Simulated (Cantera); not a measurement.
## Gas-phase reforming

An isothermal, constant-pressure homogeneous reactor starts with CH4 : H2O = 1 : 0.19 (molar parts), at 1225 K and 100000 Pa.

Cantera simulation using GRI-Mech 3.0 (53 species, 325 reactions); the numbers are that mechanism's predictions, not measurements. GRI-Mech 3.0 stops at C3 and has no aromatics, soot or wall deposition, so with more carbon than oxygen in the feed, carbon stays in small species such as C2H2 where larger ones or solid carbon would form.

```json
[
 {"t (s)": "1.00e-6", "x CH4": "0.840", "x H2O": "0.160", "x C2H6": "<1e-12", "x H": "7.96e-11", "x HO2": "<1e-12"},
 {"t (s)": "6.99e-6", "x CH4": "0.840", "x H2O": "0.160", "x C2H6": "<1e-12", "x H": "7.97e-11", "x HO2": "<1e-12"},
 {"t (s)": "4.89e-5", "x CH4": "0.840", "x H2O": "0.160", "x C2H6": "2.60e-12", "x H": "7.97e-11", "x HO2": "<1e-12"},
 {"t (s)": "0.000342", "x CH4": "0.840", "x H2O": "0.160", "x C2H6": "8.82e-10", "x H": "7.98e-11", "x HO2": "<1e-12"},
 {"t (s)": "0.00239", "x CH4": "0.840", "x H2O": "0.160", "x C2H6": "2.33e-7", "x H": "8.20e-11", "x HO2": "<1e-12"},
 {"t (s)": "0.0167", "x CH4": "0.840", "x H2O": "0.160", "x C2H6": "7.09e-6", "x H": "8.64e-11", "x HO2": "<1e-12"},
 {"t (s)": "0.117", "x CH4": "0.840", "x H2O": "0.160", "x C2H6": "5.64e-5", "x H": "1.04e-10", "x HO2": "<1e-12"},
 {"t (s)": "0.818", "x CH4": "0.839", "x H2O": "0.160", "x C2H6": "0.000306", "x H": "2.96e-10", "x HO2": "<1e-12"},
 {"t (s)": "5.72", "x CH4": "0.831", "x H2O": "0.159", "x C2H6": "0.000475", "x H": "2.33e-9", "x HO2": "<1e-12"},
 {"t (s)": "40.0", "x CH4": "0.772", "x H2O": "0.154", "x C2H6": "0.000355", "x H": "1.67e-8", "x HO2": "<1e-12"}
]
```
x: mole fraction; the columns are a selection and need not sum to one.

Equilibrium at this temperature and pressure: CH4 0.475, H2O 3.76e-6, C2H6 0.000516, H 1.96e-7, HO2 <1e-12 (gas phase only).
